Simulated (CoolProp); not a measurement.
A simple Rankine cycle with R115: condensing at 299.15 K, boiler at 2.51 MPa, turbine inlet 344.4 K, turbine efficiency 0.7, pump efficiency 0.6, no recuperator. Each further row changes one setting.

The numbers come from the reference Helmholtz-energy equation of state, Lemmon 2016 in CoolProp.

```csv
case,thermal efficiency (%),net work (kJ/kg),heat in (kJ/kg),turbine exit temperature (K),volume ratio over the turbine
as stated,[?],6.26,106,306.6,3.57
turbine inlet 364.4 K,6.2,8.13,[?],333.9,3.11
condensing temperature 291.15 K,7.0,8.07,[?],[?],4.51
boiler pressure 1.76 MPa,4.4,5.37,121,325.9,2.05
turbine efficiency 0.6,4.8,5.07,106,[?],3.60
```

Task: Some entries are withheld; supply them.

Result: 
- as stated, thermal efficiency (%): 5.9
- turbine inlet 364.4 K, heat in (kJ/kg): 131
- condensing temperature 291.15 K, heat in (kJ/kg): 115
- condensing temperature 291.15 K, turbine exit temperature (K): 301.2
- turbine efficiency 0.6, turbine exit temperature (K): 308.0
